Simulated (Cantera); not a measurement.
A diamond (100) surface in a fixed gas of H2 with x(CH4) = 0.0038, x(CH3) = 3.2e-05, at 948 K, 12.0 Torr; coverages are run to steady state.

Model: the Harris–Goodwin 1993 mechanism for the reconstructed diamond (100) surface, integrated in Cantera.

One state of this run: growth (µm/h) = 0.153; θ c6HH = 0.625; θ c6H* = 0.0133; θ c6*H = 0.319; θ c6** = 0.00574; θ c6HM = 0.0288. θ: site fractions in the mechanism's names (c6HH fully hydrogenated, c6H* and c6*H radical sites, c6** diradical, c6HM methylated).

Q: Which value of x(H) does it belong to?
A) 0.003
B) 0.0013
C) 0.00055
D) 0.091

A: C, 0.00055
